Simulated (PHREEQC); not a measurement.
# Copper plating or etch bath

Make-up at 25 °C: 0.094 mol/kgw CuSO4, 0.0041 mol/kgw H2SO4 and 0.001 mol/kgw Na2SO4. Closed to the air; pH follows from the charge balance.

Equilibrium calculation in PHREEQC: ion-association model, wateq4f.dat.

Each row changes one thing in this solution. No solid was allowed to form.

```
case                                    pH  ionic strength (mol/kgw)  SO4-2 (mol/kgw)  HSO4- (mol/kgw)  Na+ (mol/kgw)  NaSO4- (mol/kgw)  SI of Mirabilite (Na2SO4:10H2O)
------------------------------------  ----  ------------------------  ---------------  ---------------  -------------  ----------------  -------------------------------
as made                               2.59                     0.202           0.0492          0.00495        0.00187          0.000134                            -6.46
diluted 100-fold with water           4.14                   0.00353         0.000893          5.20e-6        1.99e-5           6.90e-8                           -11.50
H2SO4 from 0.0041 to 0.00369 mol/kgw  2.63                     0.201           0.0492          0.00446        0.00187          0.000134                            -6.46
diluted 5-fold with water             3.05                    0.0500           0.0125                ?       0.000389           1.11e-5                            -8.12
H2SO4 from 0.0041 to 0.041 mol/kgw    1.57                     0.243           0.0474           0.0476        0.00188          0.000121                            -6.51
temperature from 25 to 90 °C          3.09                     0.194           0.0462          0.00718        0.00185          0.000150                            -9.08
0.0025 mol/kgw H3PO4 added            2.49                     0.203           0.0485          0.00605        0.00187          0.000132                            -6.46
CuSO4 left out                        2.22                    0.0122          0.00357          0.00151        0.00198                 ?                            -7.03
temperature from 25 to 50 °C          2.74                     0.196           0.0472          0.00590        0.00186          0.000142                            -7.58
```

**Question.** Fill in the missing entries.

**Answer.** 
- diluted 5-fold with water, HSO4- (mol/kgw): 0.000603
- CuSO4 left out, NaSO4- (mol/kgw): 2.27e-5

Complexes and solids missing from the database can't appear. H3PO4, which wateq4f.dat lacks, is added to it with the constant of phreeqc.dat. Away from 25 °C the constants follow the database's enthalpies or fits; those with neither stay at their 25 °C values. The database has no phosphate complexes of Cu.
